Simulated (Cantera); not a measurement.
Input: 1 mol Zr, 0.28 mol N2O, 18 mol N2, 0.47 mol NH3, held at 2050 K and 0.203 Torr.

Cantera equilibrium calculation (NASA polynomials, part measured and part estimated; ideal gas, pure solids and liquids). Candidate condensed phases: H2O, Zr, ZrN, ZrO2; 28 gas species. Mutual solubility and eutectic melting of coexisting phases are not modelled. ZrN: taken at fixed stoichiometry. Condensed phases not in the tables: solid solutions among these carbides, nitrides and lower oxides. Kinetics and transport are ignored.

Base state: N2 0.952, H2 0.0260, H 0.0223, ZrO 2.03e-5 (mole fractions); condensed: ZrN(s) + ZrO2(tetragonal).

Question: What changes in the equilibrium state with this change: Zr replaced by Cr?

Answer: 
| species | before | after |
|---|---|---|
| N2 | 0.952 | 0.906 |
| Cr | 0 | 0.0415 |
| H2 | 0.0260 | 0.0199 |
| CrO | 0 | 0.00690 |
| H | 0.0223 | 0.0195 |
| ZrO | 2.03e-5 | 0 |
| CrO2 | 0 | 0.000569 |
| O2 | <1e-9 | 3.50e-5 |
| O | 5.70e-8 | 0.000350 |
| NO | 2.02e-8 | 0.000121 |
| OH | 9.22e-8 | 0.000496 |
| ZrN(s), mol | 0.860 | 0 |
| ZrO2(tetragonal), mol | 0.140 | 0 |
Further candidate phases: Cr, CrN, Cr2N, Cr2O3.

Question: What changes in the equilibrium state with this change: N2 from 18 to 1 mol?

Answer: 
```json
[
 {"species": "N2", "before": "0.952", "after": "0.582"},
 {"species": "H2", "before": "0.0260", "after": "0.338"},
 {"species": "H", "before": "0.0223", "after": "0.0803"},
 {"species": "ZrO", "before": "2.03e-5", "after": "2.29e-5"},
 {"species": "H2O", "before": "9.84e-7", "after": "1.13e-5"},
 {"species": "ZrN(s), mol", "before": "0.860", "after": "0.860"},
 {"species": "ZrO2(tetragonal), mol", "before": "0.140", "after": "0.140"}
]
```
